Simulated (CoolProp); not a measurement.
A single-stage vapour-compression cycle with fluoroethane (R161): evaporating at 236.15 K (dew point), condensing at 279.15 K (bubble point), superheat 0 K, subcooling 5 K, compressor efficiency 0.85, no pressure losses. Each further row changes one setting.

The numbers come from the reference Helmholtz-energy equation of state, Wu 2012 in CoolProp.

```tsv
case	cooling COP	pressure ratio	discharge temperature (K)	refrigerating effect (kJ/kg)	volumetric capacity (kJ/m³)
as stated	4.09	5.10	315.7	347	913
evaporating temperature 241.15 K	4.81	4.08	310.4	351	?
condensing temperature 274.15 K	?	?	307.6	357	941
subcooling 10 K	4.21	5.10	315.7	357	941
superheat 10 K	?	5.10	326.3	?	?
compressor efficiency 0.75	3.60	5.10	323.7	347	913
```

Some entries are withheld; supply them.


- evaporating temperature 241.15 K, volumetric capacity (kJ/m³): 1140
- condensing temperature 274.15 K, cooling COP: 4.72
- condensing temperature 274.15 K, pressure ratio: 4.34
- superheat 10 K, cooling COP: 4.03
- superheat 10 K, refrigerating effect (kJ/kg): 358
- superheat 10 K, volumetric capacity (kJ/m³): 900
